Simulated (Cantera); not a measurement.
## Silicon nitride deposition: SiF4 + N2

Charge: 1 mol SiF4, 0.36 mol N2, at 1577 °C.

Equilibrium computed with Cantera from the NASA thermochemical tables; the gas is ideal and each condensed phase is pure. Candidate condensed phases: Si, Si3N4; 16 gas species. The tables' values for SiF3, SiF2 are old estimates; treat these amounts as uncertain. Equilibrium is a limit: real reactors are often held back by kinetics, nucleation or transport.

From 5.00 Pa to 1.00 bar nothing is condensed. The main Si-bearing gas is SiF4 throughout.

| P (Pa) | log p SiF4 | log p N2 | log p F | log p SiF3 | log p SiF2 | log p N |
|---|---|---|---|---|---|---|
| 5 | -4.44 | -4.88 | -6.62 | -6.62 | -9.26 | -12.50 |
| 36 | -3.58 | -4.02 | -6.19 | -6.19 | -9.26 | -12.07 |
| 260 | -2.72 | -3.16 | -5.76 | -5.76 | -9.26 | -11.64 |
| 1900 | -1.86 | -2.30 | -5.33 | -5.33 | -9.26 | -11.21 |
| 14000 | -0.99 | -1.43 | -4.89 | -4.89 | -9.26 | -10.78 |
| 100000 | -0.13 | -0.58 | -4.47 | -4.47 | -9.26 | -10.35 |
log p: log10 of the partial pressure in bar; nothing condenses.
